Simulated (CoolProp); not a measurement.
Properties of decamethyltetrasiloxane (MD2M) at several states (Tc = 326.2 °C, pc = 11.44 bar, ω = 0.635).

Computed with CoolProp (reference Helmholtz-energy equation of state, Thol 2017).

```tsv
T (°C)	p (bar)	phase	Z	cv (kJ/(kg K))	Joule-Thomson coefficient (K/MPa)	expansivity (1/kK)	fugacity coefficient
-23.15	0.866	liquid	0.01443	1.297	-0.4947	1.137	4.896e-6
254.05	9.32	liquid	0.1121	1.946	0.3305	2.726	0.3423
204.95	39.6	liquid	0.4581	1.851	-0.1610	1.612	0.04725
```
